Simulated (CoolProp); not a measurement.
R123 along the isotherm 424.1 K: density (kg/m³) from the reference equation and from simpler models built on Tc = 456.8 K, pc = 3662 kPa, ω = 0.282; each cubic takes its own stable root.

Values from CoolProp's reference Helmholtz-energy equation of state, Younglove 1994. It is a modified Benedict-Webb-Rubin equation, recast in Helmholtz form.

```csv
p (kPa),phase,reference,van der Waals,Soave-Redlich-Kwong
687,gas,32.74,32.07,32.64
1370,gas,73.92,70.15,73.29
2060,gas,135.9,120.3,132.4
2750,liquid,1049,615.0,878.7
3430,liquid,1065,653.1,903.7
4120,liquid,1079,678.7,925.1
4810,liquid,1091,698.2,943.7
5490,liquid,1102,714.1,960.0
```
